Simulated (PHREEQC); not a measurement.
Consider water at 25 °C with 0.011 mol/kgw H3PO4. It is in equilibrium with CO2 at log p = -3.4 (atm). Otherwise closed; pH follows from the charge balance.

All values are PHREEQC results (ion-association model, phreeqc.dat), not measurements.

```json
[
 {"quantity": "pH", "before": "2.24", "after": "8.06"},
 {"quantity": "ionic strength (mol/kgw)", "before": "0.00619", "after": "0.0317"},
 {"quantity": "H2PO4- (mol/kgw)", "before": "0.00619", "after": "0.000846"},
 {"quantity": "H3PO4 (mol/kgw)", "before": "0.00481", "after": "9.10e-10"},
 {"quantity": "HPO4-2 (mol/kgw)", "before": "8.56e-8", "after": "0.00993"},
 {"quantity": "HCO3- (mol/kgw)", "before": "1.14e-9", "after": "0.000819"}
]
```

### Question
Name the change that produced these shifts.
A) 0.0002 mol/kgw TMAH added
B) H3PO4 from 0.011 to 0.0121 mol/kgw
C) H3PO4 replaced by Na2HPO4 at the same molality
D) H3PO4 from 0.011 to 0.0022 mol/kgw
E) H3PO4 replaced by KH2PO4 at the same molality

### Answer
C, H3PO4 replaced by Na2HPO4 at the same molality

This is a speciation only: nothing precipitates in the calculation.
